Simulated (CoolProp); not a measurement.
Computed with CoolProp (reference Helmholtz-energy equation of state, Guder 2009).

Problem. Give the vapour pressure (MPa), enthalpy of vaporisation (kJ/kg), liquid cp (kJ/(kg K)), vapour Z of saturated sulfur hexafluoride at 257, 295.9 K.

Solution. 
```
T (K)  p (MPa)  enthalpy of vaporisation (kJ/kg)  liquid cp (kJ/(kg K))  vapour Z
-----  -------  --------------------------------  ---------------------  --------
257      0.779                              94.3                  0.955     0.835
295.9     2.24                              64.1                   1.28     0.637
```
